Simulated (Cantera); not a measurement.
An isothermal plug-flow reactor at 1200 K and 0.987 atm (inlet), inlet velocity 0.17 m/s, active area per volume 2100 1/m; feed CH4 : O2 : N2 : H2O = 0.0029 : 0.014 : 0.79 : 0.0051 (molar parts).

Computed with Cantera and Deutschmann's 1995 Pt surface mechanism with GRI-Mech 3.0 gas chemistry. Catalytic surfaces can have several steady states; this one follows from the mechanism file's or the stated starting coverage. Mass transfer to the wall is taken as infinitely fast.

One state of this run: x CH4 = 4.58e-10; x O2 = 0.0101; x H2O = 0.0134; x CO2 = 0.00355; x CO = 7.41e-10; θ free Pt = 0.581; θ O* = 0.418; θ OH* = 0.00142. x: gas mole fraction; θ: surface coverage.

**Question.** Which value of z (m) does it belong to?
A. 0.02
B. 0.0071
C. 0.0043
D. 0.00092

**Answer.** C, 0.0043
